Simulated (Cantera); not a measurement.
A Cantera script and what it prints.

```python
import numpy as np
import cantera as ct

gas_names = """
    CL CL2 H HCL H2 Si SiCL SiCL2 SiCL3 SiCL4 SiH SiHCL3 SiH2 SiH2CL2 SiH3 SiH3CL SiH4 Si2 Si3
""".split()
cond_names = """
    Si(cr) Si(L)
""".split()


def load(file, names, dense=False):
    # The tables refer to 1 bar. Condensed volumes are neglected.
    table = {s.name: s for s in ct.Species.list_from_file(file)}
    out = []
    for n in names:
        d = dict(table[n].input_data)
        d["thermo"] = dict(d["thermo"], **{"reference-pressure": 1e5})
        if dense:
            d["equation-of-state"] = {"model": "constant-volume", "density": "1e6 g/cm^3"}
        out.append(ct.Species.from_dict(d))
    return out


gas = ct.Solution(thermo="ideal-gas", species=load("nasa_gas.yaml", gas_names))
cond = {s.name: ct.Solution(thermo="fixed-stoichiometry", species=[s], name=s.name)
        for s in load("nasa_condensed.yaml", cond_names, dense=True)}
atoms = {
    'Si2H6': {'Si': 2, 'H': 6},
    'Cl2': {'CL': 2},
    'H2': {'H': 2},
}
top_T = {}  # K; cautious upper limits of use, not melting points


def equilibrate(T, P, feed):
    n = {}
    for name, mol in feed.items():
        for a, k in atoms[name].items():
            n[a] = n.get(a, 0.0) + k * mol
    gas.TPX = T, P, n
    mass = sum(n.values()) * gas.mean_molecular_weight
    gas.equilibrate("TP")
    valid = [c for c in cond.values() if c.min_temp <= T <= top_T.get(c.name, c.max_temp)]
    mix = ct.Mixture([(gas, mass / gas.mean_molecular_weight)] + [(c, 0.0) for c in valid])
    mix.T, mix.P = T, P
    mix.equilibrate("TP", solver="vcs", rtol=1e-11, max_steps=5000)
    return mix


results = []
feed = {'Si2H6': 1, 'Cl2': 0.14, 'H2': 720}  # mol
T = 873  # K
P = 190  # Pa
mix = equilibrate(T, P, feed)
results.append((T, P, feed, dict(zip(mix.species_names, mix.species_moles))))
print(gas.report(threshold=1e-06))
for i in range(1, mix.n_phases):
    print(f"{mix.phase(i).name:16s} {mix.phase_moles(i):12.5e} mol")
```

Output:

```
       temperature   873 K
          pressure   190 Pa
           density   5.312e-05 kg/m^3
  mean mol. weight   2.0293 kg/kmol
   phase of matter   gas

                          1 kg             1 kmol
                     ---------------   ---------------
          enthalpy         8.295e+06        1.6833e+07  J
   internal energy        4.7182e+06        9.5749e+06  J
           entropy         1.056e+05         2.143e+05  J/K
    Gibbs function       -8.3895e+07       -1.7025e+08  J
 heat capacity c_p             14723             29878  J/K
 heat capacity c_v             10626             21564  J/K

                      mass frac. Y      mole frac. X     chem. pot. / RT
                     ---------------   ---------------   ---------------
               HCL         0.0069356        0.00038605           -50.789
                H2           0.99304           0.99961           -23.445
     [  +17 minor]        2.6688e-05        4.6987e-07

Si(cr)            1.99966e+00 mol
```

Equilibrium computed with Cantera from the NASA thermochemical tables; the gas is ideal and each condensed phase is pure. The feed counts by its element totals alone.
